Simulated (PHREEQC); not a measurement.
Make-up at 40 °C: 0.04 mol CuSO4 and 0.00061 mol FeCl3 per kg of water. Closed to the air; pH follows from the charge balance.

Computed with PHREEQC (ion-association model, phreeqc.dat).

Precipitation was switched off in this run.

**Question.** Estimate the pH.

**Answer.** pH 3.64.

**Question.** In which forms is Cu present?

**Answer.** Cu+2 57 %, CuSO4 42 % of the Cu.

The solution is supersaturated, for example in Hematite (slow to form), Goethite (slow to form), so a real one may precipitate; this is no full list. Complexes and solids missing from the database can't appear. Away from 25 °C the constants follow the database's enthalpies or fits; those with neither stay at their 25 °C values.
